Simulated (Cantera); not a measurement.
A freely propagating, adiabatic, planar premixed flame of CH₄ : H₂ : O₂ : N₂ = 1 : 0.035 : 1.44 : 5.42 (molar parts), unburnt at 723 K and 1.00 atm; mixture-averaged transport, grid criteria slope 0.08 and curve 0.16, no radiation.

Detailed kinetics in Cantera: GRI-Mech 3.0 (53 species, 325 reactions). Burning velocities carry a grid error of a few per cent, more on coarse grids.

**Question.** What does this change do: 0.74 parts CO2 added?

**Answer.** 
```
quantity                    before      after
------------------------  --------  ---------
laminar burning velocity  124 cm/s  71.7 cm/s
thermal thickness         0.390 mm   0.549 mm
peak x(H₂O₂)               8.65e-6    7.71e-6
peak x(C₂H)                3.63e-6    1.30e-6
```
